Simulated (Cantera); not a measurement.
A perfectly stirred reactor is fed with CH₄ : CO : O₂ : N₂ = 1 : 0.038 : 2.59 : 9.73 (molar parts), equivalence ratio 0.78, at 27000 Pa; it is adiabatic with a 525 K inlet, and is followed from long to short residence time, starting on the burning branch (τ in s: 0.033, 0.019, 0.011, 0.0061, 0.0035, 0.002, 0.0011, 0.00064, 0.00036, 0.00021, 0.00012, 6.6e-05).

Computed with Cantera and GRI-Mech 3.0 (53 species, 325 reactions).

Q: Predict: blow-out, bracketed by the residence times tried; x(CH₄) at τ = 33.0 ms; x(CO) at τ = 33.0 ms; x(O₂) at τ = 33.0 ms; x(CH₂) at τ = 33.0 ms; x(CH₄) at τ = 1.10 ms; x(CO) at τ = 1.10 ms; x(O₂) at τ = 1.10 ms; x(CH₂) at τ = 1.10 ms.

A: 
```
Quantity                                                                        Result
------------------------------------------------  ------------------------------------
blow-out, bracketed by the residence times tried  burning at 0.210 ms, out at 0.120 ms
x(CH₄) at τ = 33.0 ms                                                          1.44e-5
x(CO) at τ = 33.0 ms                                                           0.00750
x(O₂) at τ = 33.0 ms                                                            0.0452
x(CH₂) at τ = 33.0 ms                                                          3.19e-7
x(CH₄) at τ = 1.10 ms                                                         0.000232
x(CO) at τ = 1.10 ms                                                            0.0203
x(O₂) at τ = 1.10 ms                                                            0.0533
x(CH₂) at τ = 1.10 ms                                                          2.01e-6
```
